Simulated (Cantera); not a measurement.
Low-pressure radical oxidation in H2/O2

A perfectly stirred reactor is fed with H₂ : O₂ = 0.034 : 0.28 (molar parts), equivalence ratio 0.061, at 0.0168 atm; it is held at 1175 K, and followed from long to short residence time.

Detailed kinetics in Cantera: GRI-Mech 3.0 (53 species, 325 reactions). Radical loss at walls, strong at low pressure, is not modelled. The temperature is held fixed by assumption; the heat of reaction is taken as removed at once.

| τ (s) | x H₂ | x O₂ | x H₂O | x HO₂ | x H | x OH | x H₂O₂ |
|---|---|---|---|---|---|---|---|
| 0.60 | 0.000435 | 0.882 | 0.113 | 4.06e-6 | 0.000383 | 0.00153 | 2.12e-7 |
| 0.21 | 0.000819 | 0.879 | 0.112 | 5.42e-6 | 0.00106 | 0.00216 | 2.51e-7 |
| 0.073 | 0.00153 | 0.873 | 0.109 | 6.74e-6 | 0.00281 | 0.00304 | 2.82e-7 |
| 0.026 | 0.00275 | 0.863 | 0.104 | 7.76e-6 | 0.00671 | 0.00414 | 3.01e-7 |
| 0.0090 | 0.00495 | 0.850 | 0.0966 | 8.31e-6 | 0.0139 | 0.00544 | 3.16e-7 |
| 0.0031 | 0.00911 | 0.840 | 0.0862 | 8.41e-6 | 0.0222 | 0.00681 | 3.50e-7 |
| 0.0011 | 0.0178 | 0.838 | 0.0735 | 8.17e-6 | 0.0272 | 0.00813 | 4.23e-7 |
| 0.00038 | 0.0376 | 0.849 | 0.0541 | 7.38e-6 | 0.0247 | 0.00867 | 4.87e-7 |
x: mole fraction; the columns are a selection and need not sum to one.
